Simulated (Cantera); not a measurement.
Feed: 1 mol SiH2Cl2, 15 mol N2, held at 1275 °C and 11.3 Torr.

These are equilibrium values from Cantera (NASA tables, ideal gas, pure condensed phases), not measurements of a reactor. Candidate condensed phases: NH4Cl, Si, Si3N4; 28 gas species. The tables' values for SiCl3 are old estimates; treat these amounts as uncertain. The numbers say what is thermodynamically allowed, not how fast it happens.

Base state: N2 0.881, HCl 0.0660, H2 0.0272, SiCl2 0.0230, SiCl3 0.00208, SiCl4 0.000527, Cl 8.05e-5, H 4.16e-5 (mole fractions); condensed: Si3N4(s).

**Question.** What changes in the equilibrium state with this change: SiH2Cl2 replaced by SiHCl3?

**Answer.** 
| species | before | after |
|---|---|---|
| N2 | 0.881 | 0.888 |
| SiCl2 | 0.0230 | 0.0497 |
| HCl | 0.0660 | 0.0470 |
| H2 | 0.0272 | 0.00605 |
| SiCl4 | 0.000527 | 0.00260 |
| SiCl3 | 0.00208 | 0.00680 |
| H | 4.16e-5 | 1.96e-5 |
| SiHCl3 | 2.65e-5 | 4.09e-5 |
| Si3N4(s), mol | 0.192 | 0 |
